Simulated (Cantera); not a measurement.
What does this Cantera script print?

```python
import numpy as np
import cantera as ct

gas = ct.Solution("h2o2.yaml")
gas.TPX = 1198, 3000, {'H2': 0.067, 'O2': 1}
reactor = ct.IdealGasConstPressureReactor(gas, energy="off", clone=False)
net = ct.ReactorNet([reactor])
net.rtol, net.atol = 1e-08, 1e-18
show = ['H2', 'O2', 'H2O', 'HO2', 'H']
times = np.geomspace(2e-05, 6, 9)

steps = ct.SolutionArray(gas, extra=["t"])
rows = []
print(f"{'t/s':>10s}{'T/K':>9s}{'P/Pa':>11s}" + "".join(f"{s:>11s}" for s in show))
for t in times:
    while net.time < t:
        t_next = net.step()
        steps.append(gas.state, t=t_next)
    rows.append([np.interp(t, steps.t, y) for y in (steps.T, steps.P, *steps(*show).X.T)])
    print(f"{t:10.3e}{rows[-1][0]:9.1f}{rows[-1][1]:11.4g}" + "".join(f"{x:11.3e}" for x in rows[-1][2:]))
rate = np.gradient(steps.T, steps.t)
print("integrator steps:", len(steps.t))
if steps.T.max() > steps.T[0] + 200:
    print(f"time of steepest temperature rise: {steps.t[rate.argmax()]:.4e} s")
gas.TPX = 1198, 3000, {'H2': 0.067, 'O2': 1}
gas.equilibrate("TP")
print(f"equilibrium (TP): T = {gas.T:.1f} K  " + "  ".join(f"{s} {gas[s].X[0]:.3e}" for s in show))
```

Result:

```
       t/s      T/K       P/Pa         H2         O2        H2O        HO2          H
 2.000e-05   1198.0       3000  6.279e-02  9.372e-01  2.393e-10  2.347e-09  1.714e-09
 9.675e-05   1198.0       3000  6.279e-02  9.372e-01  1.653e-08  1.145e-08  1.123e-08
 4.681e-04   1198.0       3000  6.276e-02  9.372e-01  2.435e-05  1.940e-07  8.791e-06
 2.264e-03   1198.0       3000  1.172e-03  8.984e-01  5.578e-02  9.135e-06  8.759e-03
 1.095e-02   1198.0       3000  3.801e-04  9.238e-01  6.214e-02  6.713e-06  1.511e-03
 5.299e-02   1198.0       3000  3.007e-05  9.341e-01  6.443e-02  1.865e-06  3.341e-05
 2.564e-01   1198.0       3000  1.798e-06  9.350e-01  6.474e-02  2.211e-07  5.140e-07
 1.240e+00   1198.0       3000  1.725e-07  9.351e-01  6.480e-02  2.905e-08  1.598e-08
 6.000e+00   1198.0       3000  2.495e-08  9.352e-01  6.482e-02  9.928e-09  9.025e-10
integrator steps: 1878
equilibrium (TP): T = 1198.0 K  H2 4.748e-09  O2 9.352e-01  H2O 6.482e-02  HO2 1.347e-08  H 7.613e-11
```

Model: the H2/O2 subset of GRI-Mech 3.0, which has no nitrogen chemistry, integrated in Cantera. Radical loss at walls, strong at low pressure, is not modelled. The temperature is held fixed by assumption; the heat of reaction is taken as removed at once.
